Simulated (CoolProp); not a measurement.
Vapour-liquid equilibrium of R22 (1) + R11 (2) at 0.00852 MPa; x and y are mole fractions of (1).

The numbers come from the multi-fluid Helmholtz-energy mixture model, Kamei 1995 and Jacobsen 1992; pair parameters Bell 2016 in CoolProp.

**Question.** Give the bubble temperature and the first vapour's composition at x = 0.125, 0.5, 0.95. Is there an azeotrope?

**Answer.** x = 0.125: -62.2 °C, y = 0.887; x = 0.5: -76.4 °C, y = 0.976; x = 0.95: -82.1 °C, y = 0.997. No azeotrope shows between x = 0.05 and 0.95.

The pair parameters rest on a limited set of measurements; away from them the model extrapolates.
